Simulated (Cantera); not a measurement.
Feed: 1 mol ZrN, 0.052 mol H2, at 1.00 bar.

Cantera equilibrium calculation (NASA polynomials, part measured and part estimated; ideal gas, pure solids and liquids). Candidate condensed phases: Zr, ZrN; 11 gas species. ZrN: taken at fixed stoichiometry. Rates play no part. All values below are at 1927 °C.

Base state: H2 0.994, H 0.00562 (mole fractions); condensed: ZrN(s).

Problem. What changes in the equilibrium state with this change: ZrN replaced by SiO2?

Solution. 
```json
[
 {"species": "H2", "before": "0.994", "after": "0.928"},
 {"species": "SiO", "before": "0", "after": "0.0335"},
 {"species": "H2O", "before": "0", "after": "0.0335"},
 {"species": "OH", "before": "0", "after": "2.73e-5"},
 {"species": "H", "before": "0.00562", "after": "0.00542"},
 {"species": "ZrN(s), mol", "before": "1.00", "after": "0"},
 {"species": "SiO2(l), mol", "before": "0", "after": "0.998"}
]
```
The tables hold silica as quartz up to 1696 K and as liquid above; real silica turns to tridymite and cristobalite and melts near 1996 K. Gases not in the tables: Si(OH)4. Further candidate phases: H2O, Si, SiO2.

Problem. What changes in the equilibrium state with this change: pressure from 1.00 bar to 31.0 mbar?

Solution. 
```
species       before   after
-----------  -------  ------
H2             0.994   0.969
H            0.00562  0.0315
ZrN(s), mol     1.00    1.00
```
